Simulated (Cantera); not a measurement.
## Ignition delay

Mixture: CH4 : H2 : O2 : N2 = 1 : 0.092 : 1.2 : 4.53 (molar parts), equivalence ratio 1.7, at 10.0 bar, adiabatic and at constant pressure. Ignition delay is the time to a rise of 400 K.

Cantera simulation using GRI-Mech 3.0 (53 species, 325 reactions); the numbers are that mechanism's predictions, not measurements.

```json
[
 {"T0 (K)": "1300", "delay (ms)": "0.878"},
 {"T0 (K)": "1350", "delay (ms)": "0.572"},
 {"T0 (K)": "1400", "delay (ms)": "0.371"},
 {"T0 (K)": "1450", "delay (ms)": "0.241"},
 {"T0 (K)": "1500", "delay (ms)": "0.157"},
 {"T0 (K)": "1550", "delay (ms)": "0.103"},
 {"T0 (K)": "1600", "delay (ms)": "0.0680"},
 {"T0 (K)": "1650", "delay (ms)": "0.0456"},
 {"T0 (K)": "1700", "delay (ms)": "0.0310"}
]
```

* **apparent activation energy between 1600 and 1700 K**: 180 kJ/mol
